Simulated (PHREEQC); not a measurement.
Make-up at 25 °C: 0.15 mol CuSO4 per kg of water. It is in equilibrium with CO2 at log p = 0 (atm). Otherwise closed; pH follows from the charge balance.

Computed with PHREEQC (ion-association model, wateq4f.dat).

```json
{
  "pH": "3.60",
  "ionic_strength": "0.295 mol/kgw"
}
```

```csv
species,molality,activity,log γ
CuSO4,0.0758,0.0811,0.029
SO4-2,0.0735,0.0186,-0.597
Cu+2,0.0733,0.0214,-0.535
CO2,0.0318,0.0340,0.029
CuHCO3+,0.000877,0.000644,-0.134
HSO4-,0.000646,0.000454,-0.154
H+,0.000320,0.000251,-0.106
HCO3-,8.31e-5,6.01e-5,-0.141
```

This is a speciation only: nothing precipitates in the calculation. Species that the database lacks are ignored.
